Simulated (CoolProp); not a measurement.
A closed Brayton cycle with carbon dioxide: compressor inlet 318.15 K and 9 MPa, high pressure 17.4 MPa, turbine inlet 750 K, compressor efficiency 0.8, turbine efficiency 0.93, recuperator effectiveness 0.8 (on enthalpy, no pinch check). Each further row changes one setting.

Model: reference Helmholtz-energy equation of state, Span 1996, in CoolProp.

| case | thermal efficiency (%) | net work (kJ/kg) | compressor to turbine work | compressor exit (K) | turbine exit (K) |
|---|---|---|---|---|---|
| as stated | 24.1 | 56.8 | 0.31 | 362.2 | 672.3 |
| turbine inlet 700 K | 23.1 | ? | ? | 362.2 | ? |
| compressor inlet 328.15 K | 23.4 | 49.7 | ? | ? | 672.3 |
| high pressure 14.8 MPa | 20.8 | 44.6 | 0.29 | ? | ? |
| recuperator effectiveness 0.5 | 16.4 | 56.8 | 0.31 | 362.2 | 672.3 |

Problem. Complete the blanks.

Solution. 
- turbine inlet 700 K, net work (kJ/kg): 50.5
- turbine inlet 700 K, compressor to turbine work: 0.34
- turbine inlet 700 K, turbine exit (K): 625.3
- compressor inlet 328.15 K, compressor to turbine work: 0.40
- compressor inlet 328.15 K, compressor exit (K): 382.1
- high pressure 14.8 MPa, compressor exit (K): 351.2
- high pressure 14.8 MPa, turbine exit (K): 691.1
